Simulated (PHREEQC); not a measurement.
# Acid rinse or clean (model solution)

Dissolve 0.033 mol HF and 0.00042 mol KCl per kg of water at 25 °C. Closed to the air; pH follows from the charge balance.

Equilibrium calculation in PHREEQC: ion-association model, phreeqc.dat.

Each row changes one thing in this solution. Precipitation was switched off in this run.

```
case                                       pH  ionic strength (mol/kgw)  HF (mol/kgw)  F- (mol/kgw)  HF2- (mol/kgw)  SI of Sylvite (KCl)
---------------------------------------  ----  ------------------------  ------------  ------------  --------------  -------------------
as made                                  2.34                   0.00529        0.0277       0.00440        0.000467                -7.72
HF from 0.033 to 0.165 mol/kgw           1.90                    0.0143         0.146       0.00887         0.00497                -7.76
diluted 2-fold with water                2.52                   0.00344           ___       0.00307        0.000155                -8.31
HF replaced by NaF at the same molality  7.79                    0.0330           ___        0.0326         8.15e-8                -7.81
KCl from 0.00042 to 0.000462 mol/kgw     2.34                   0.00533        0.0277       0.00440        0.000467                -7.64
```

Some entries are withheld; supply them.


- diluted 2-fold with water, HF (mol/kgw): 0.0131
- HF replaced by NaF at the same molality, HF (mol/kgw): 6.52e-7
